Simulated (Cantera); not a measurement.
A closed system holds: 1 mol SiCl₄, 0.86 mol H₂, 3.5 mol HCl, at 1302 °C and 22.0 bar.

Method: chemical equilibrium by Gibbs-energy minimisation in Cantera with the NASA 1993 tables (ideal gas, pure condensed phases). Candidate condensed phases: Si; 19 gas species. The tables' values for SiCl₃ are old estimates; treat these amounts as uncertain. Kinetics and transport are ignored.

Base state: HCl 0.663, SiCl₄ 0.175, H₂ 0.151, SiHCl₃ 0.00534, SiCl₃ 0.00532, SiCl₂ 0.000423, SiH₂Cl₂ 2.69e-5, Cl 1.20e-5 (mole fractions); condensed: gas only.

Q: What changes in the equilibrium state with this change: 1.1 mol Cl₂ added?

A: 
```tsv
species	before	after
HCl	0.663	0.807
SiCl₄	0.175	0.154
Cl₂	3.54e-7	0.0352
H₂	0.151	2.25e-6
SiCl₂	0.000423	3.75e-9
SiHCl₃	0.00534	5.76e-8
SiH₂Cl₂	2.69e-5	<1e-9
SiCl₃	0.00532	1.49e-5
```
